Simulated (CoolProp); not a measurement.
Saturated liquid density (kg/m³) of hexamethyldisiloxane (MM): the reference equation beside estimates from Tc = 518.7 K, pc = 1931 kPa, ω = 0.418. Rackett uses Z = 0.29056 − 0.08775 ω.

Values from CoolProp's reference Helmholtz-energy equation of state, Thol 2016.

| T (K) | reference | Rackett | van der Waals | Redlich-Kwong | Soave-Redlich-Kwong | Peng-Robinson |
|---|---|---|---|---|---|---|
| 245.5 | 813.9 | 896.8 | 483.7 | 719.2 | 744.6 | 836.1 |
| 253.9 | 805.3 | 887.7 | 479.5 | 712.3 | 739.1 | 830.2 |
| 262.3 | 796.7 | 878.6 | 475.2 | 705.3 | 733.3 | 824.2 |
| 270.7 | 788.1 | 869.3 | 470.8 | 698.0 | 727.4 | 817.9 |
| 279.1 | 779.4 | 859.9 | 466.3 | 690.5 | 721.1 | 811.3 |
| 287.5 | 770.7 | 850.3 | 461.7 | 682.8 | 714.7 | 804.4 |
| 296 | 761.8 | 840.5 | 457.0 | 674.8 | 707.9 | 797.2 |
| 304.4 | 752.9 | 830.7 | 452.2 | 666.6 | 700.8 | 789.7 |
| 312.8 | 743.9 | 820.7 | 447.3 | 658.1 | 693.5 | 781.9 |
| 321.2 | 734.8 | 810.6 | 442.2 | 649.4 | 685.9 | 773.8 |

Absolute difference from the reference over all 10 rows, mean and median: Rackett 10.3 and 10.3 %, van der Waals 40.2 and 40.1 %, Redlich-Kwong 11.5 and 11.5 %, Soave-Redlich-Kwong 7.5 and 7.4 %, Peng-Robinson 4.1 and 4.2 %.
